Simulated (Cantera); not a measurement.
What does this Cantera script print?

```python
import numpy as np
import cantera as ct

gas_names = """
    H HO2 H2 H2O H2O2 O OH O2 O3 Pb PbO Pb2
""".split()
cond_names = """
    H2O(s) H2O(L) Pb(cr) Pb(L) PbO(rd) PbO(yw) PbO(L) PbO2(s) Pb3O4(s)
""".split()


def load(file, names, dense=False):
    # The tables refer to 1 bar. Condensed volumes are neglected.
    table = {s.name: s for s in ct.Species.list_from_file(file)}
    out = []
    for n in names:
        d = dict(table[n].input_data)
        d["thermo"] = dict(d["thermo"], **{"reference-pressure": 1e5})
        if dense:
            d["equation-of-state"] = {"model": "constant-volume", "density": "1e6 g/cm^3"}
        out.append(ct.Species.from_dict(d))
    return out


gas = ct.Solution(thermo="ideal-gas", species=load("nasa_gas.yaml", gas_names))
cond = {s.name: ct.Solution(thermo="fixed-stoichiometry", species=[s], name=s.name)
        for s in load("nasa_condensed.yaml", cond_names, dense=True)}
atoms = {
    'Pb': {'Pb': 1},
    'O2': {'O': 2},
    'H2': {'H': 2},
}
top_T = {'Pb3O4(s)': 820}  # K; cautious upper limits of use, not melting points


def equilibrate(T, P, feed):
    n = {}
    for name, mol in feed.items():
        for a, k in atoms[name].items():
            n[a] = n.get(a, 0.0) + k * mol
    gas.TPX = T, P, n
    mass = sum(n.values()) * gas.mean_molecular_weight
    gas.equilibrate("TP")
    valid = [c for c in cond.values() if c.min_temp <= T <= top_T.get(c.name, c.max_temp)]
    mix = ct.Mixture([(gas, mass / gas.mean_molecular_weight)] + [(c, 0.0) for c in valid])
    mix.T, mix.P = T, P
    mix.equilibrate("TP", solver="vcs", rtol=1e-11, max_steps=5000)
    return mix


results = []
feed = {'Pb': 1, 'O2': 1.5, 'H2': 4}  # mol
P = 37000  # Pa
for T in [773, 873, 973, 1073, 1173, 1273, 1373, 1473, 1573, 1673, 1773, 1873, 1973]:
    mix = equilibrate(T, P, feed)
    results.append((T, P, feed, dict(zip(mix.species_names, mix.species_moles))))

top = {s: max(r[3][s] / sum(r[3][g] for g in gas_names) for r in results) for s in gas_names}
cols = sorted((s for s in top if top[s] > 0.0001), key=lambda s: -top[s])[:7]
seen = [c for c in cond_names if any(r[3].get(c, 0) > 1e-12 for r in results)]
print("log10 of partial pressures in bar; condensed amounts in mol")
print(f"{'T/K':>10s}" + "".join(f"{s[:9]:>10s}" for s in cols + seen))
for T, P, feed, n in results:
    ng = sum(n[g] for g in gas_names)
    print(f"{T:10.4g}" + "".join(f"{np.log10(max(n[s] / ng * P / 1e5, 1e-99)):10.3f}" for s in cols)
          + "".join(f"{n.get(c, 0):10.4g}" for c in seen))
```

Result:

```
log10 of partial pressures in bar; condensed amounts in mol
       T/K       H2O        H2        Pb       PbO         H        OH       Pb2     Pb(L)
       773    -0.557    -1.034    -7.637   -14.578   -12.559   -15.723   -15.067         1
       873    -0.557    -1.034    -6.197   -12.202   -10.847   -13.513   -12.649         1
       973    -0.557    -1.034    -5.058   -10.315    -9.483   -11.754   -10.740    0.9999
      1073    -0.557    -1.034    -4.136    -8.782    -8.371   -10.321    -9.198    0.9992
      1173    -0.557    -1.034    -3.375    -7.512    -7.446    -9.130    -7.926    0.9954
      1273    -0.559    -1.036    -2.736    -6.443    -6.665    -8.126    -6.861      0.98
      1373    -0.564    -1.041    -2.193    -5.531    -5.998    -7.269    -5.956    0.9294
      1473    -0.579    -1.056    -1.725    -4.745    -5.426    -6.534    -5.179    0.7851
      1573    -0.617    -1.094    -1.319    -4.060    -4.938    -5.904    -4.504    0.4013
      1673    -0.654    -1.129    -1.133    -3.630    -4.508    -5.351    -4.256         0
      1773    -0.654    -1.129    -1.134    -3.414    -4.110    -4.844    -4.367         0
      1873    -0.655    -1.128    -1.135    -3.223    -3.754    -4.391    -4.469         0
      1973    -0.656    -1.127    -1.137    -3.052    -3.433    -3.985    -4.563         0
```

Equilibrium computed with Cantera from the NASA thermochemical tables; the gas is ideal and each condensed phase is pure. Gases not in the tables: (PbO)n polymers.
